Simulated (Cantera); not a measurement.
Thermodynamics of boron, boron nitride and boron oxide, feed BCl3 + H2O + H2

Feed: 1 mol BCl3, 0.068 mol H2O, 1.9 mol H2, held at 1125 K and 0.0550 bar.

These are equilibrium values from Cantera (NASA tables, ideal gas, pure condensed phases), not measurements of a reactor. Candidate condensed phases: B, B2O3, B3O3H3, H2O; 33 gas species. The tables' values for BCl2, BOCl are old estimates; treat these amounts as uncertain. Gases not in the tables: BHCl2. Equilibrium is a limit: real reactors are often held back by kinetics, nucleation or transport.

- x(H2): 0.555
- x(BCl3): 0.261
- x(HCl): 0.176
- x(B3O3Cl3): 0.00733
- x(B3O3H3): 7.15e-5
- x(HBO): 2.26e-5
- x(BCl2): 1.79e-5
- x(BOCl): 1.60e-5
- n(B(s)): 0.134 mol
- gas amount: 3.058 mol
- log10 activity of B3O3H3(s) (absent): -9.22
